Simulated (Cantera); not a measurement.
Input (Python, Cantera):

```python
import numpy as np
import cantera as ct

gas = ct.Solution("gri30.yaml")


def delay(T, t_max=10):
    gas.TPX = T, 1000000, {'CO': 1, 'H2': 0.051, 'O2': 0.438, 'N2': 2.23}
    reactor = ct.IdealGasReactor(gas, clone=False)
    net = ct.ReactorNet([reactor])
    net.rtol, net.atol = 1e-8, 1e-16
    while net.time < t_max:
        t_old, T_old = net.time, reactor.T
        net.step()
        if reactor.T > T + 400:  # ignition: a rise of 400 K
            return t_old + (T + 400 - T_old) / (reactor.T - T_old) * (net.time - t_old)
    return np.nan


taus = []
for T in [1200, 1300, 1400, 1500, 1600, 1700, 1800, 1900, 2000]:
    taus.append(delay(T))
    print(f"T0 = {T:6g} K   tau = {taus[-1]:.4e} s")
```

Result:

```
T0 =   1200 K   tau = 6.0594e-05 s
T0 =   1300 K   tau = 1.8357e-05 s
T0 =   1400 K   tau = 9.7674e-06 s
T0 =   1500 K   tau = 6.6920e-06 s
T0 =   1600 K   tau = 5.2229e-06 s
T0 =   1700 K   tau = 4.4089e-06 s
T0 =   1800 K   tau = 3.9263e-06 s
T0 =   1900 K   tau = 3.6405e-06 s
T0 =   2000 K   tau = 3.4879e-06 s
```

Model: GRI-Mech 3.0 (53 species, 325 reactions), integrated in Cantera. The hydrogen kinetics of GRI-Mech 3.0 are dated; newer H2 mechanisms differ, most at raised pressure. Where the delays flatten at high temperature, the 400 K rule measures the pace of heat release, not the induction time.
